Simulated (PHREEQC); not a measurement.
Make-up at 67 °C: 0.0073 mol Cu(NO3)2 and 0.005 mol HNO3 per kg of water. Closed to the air; pH follows from the charge balance.

Computed with PHREEQC (ion-association model, wateq4f.dat).

### Question
The ionic strength comes out as 0.0269 mol/kgw. What activity coefficients do Cu+2, NO3-, H+ get?

### Answer
Cu+2 0.53, NO3- 0.84, H+ 0.87.

This is a speciation only: nothing precipitates in the calculation. Away from 25 °C the constants follow the database's enthalpies or fits; those with neither stay at their 25 °C values.
